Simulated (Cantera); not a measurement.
An adiabatic, constant-volume homogeneous reactor starts with CH4 : O2 : N2 = 1 : 1.05 : 3.96 (molar parts), equivalence ratio 1.9, at 1800 K and 1.01 bar. Integrator tolerance rtol = 1e-08.

Computed with Cantera and GRI-Mech 3.0 (53 species, 325 reactions).

What does this change do: initial temperature 1800 to 1050 K?


```tsv
quantity	before	after
time of steepest temperature rise	0.115 ms	0.634 s
temperature at 1.00 s	2923 K	2511 K
equilibrium temperature	2923 K	2511 K
x(CH4) at 1.00 s	6.83e-12 (gas-phase equilibrium 7.79e-12)	6.74e-11 (gas-phase equilibrium 7.60e-11)
x(O2) at 1.00 s	0.000523 (gas-phase equilibrium 0.000523)	1.26e-5 (gas-phase equilibrium 1.26e-5)
x(C2H6) at 1.00 s	<1e-12 (gas-phase equilibrium <1e-12)	<1e-12 (gas-phase equilibrium <1e-12)
x(CO) at 1.00 s	0.124 (gas-phase equilibrium 0.124)	0.124 (gas-phase equilibrium 0.124)
x(C2H2) at 1.00 s	<1e-12 (gas-phase equilibrium <1e-12)	<1e-12 (gas-phase equilibrium <1e-12)
```

What does this change do: pressure from 1.01 bar to 1.20 bar?


```
quantity                                                              before                                      after
---------------------------------  -----------------------------------------  -----------------------------------------
time of steepest temperature rise                                   0.115 ms                                    99.5 µs
temperature at 1.00 s                                                 2923 K                                     2937 K
equilibrium temperature                                               2923 K                                     2937 K
x(CH4) at 1.00 s                   6.83e-12 (gas-phase equilibrium 7.79e-12)  9.34e-12 (gas-phase equilibrium 1.06e-11)
x(O2) at 1.00 s                    0.000523 (gas-phase equilibrium 0.000523)  0.000488 (gas-phase equilibrium 0.000488)
x(C2H6) at 1.00 s                      <1e-12 (gas-phase equilibrium <1e-12)      <1e-12 (gas-phase equilibrium <1e-12)
x(CO) at 1.00 s                          0.124 (gas-phase equilibrium 0.124)        0.124 (gas-phase equilibrium 0.124)
x(C2H2) at 1.00 s                      <1e-12 (gas-phase equilibrium <1e-12)      <1e-12 (gas-phase equilibrium <1e-12)
```
